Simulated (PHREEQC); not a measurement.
A solution holds 0.27 mol/kgw ZnSO4, 0.21 mol/kgw ZnCl2, 0.018 mol/kgw H2SO4 and 0.00255 mol/kgw Na2SO4, at 20 °C. Closed to the air; pH follows from the charge balance.

The numbers come from PHREEQC with the ion-association model, wateq4f.dat.

Q: The ionic strength comes out as 0.993 mol/kgw. What activity coefficients do HSO4-, H+, ZnCl3-, Zn(SO4)2-2, ZnCl+ get?

A: HSO4- 0.63, H+ 0.74, ZnCl3- 0.60, Zn(SO4)2-2 0.39, ZnCl+ 0.60.

This is a speciation only: nothing precipitates in the calculation. Ionic strength above about 0.7 mol/kgw puts this run outside the model's range.
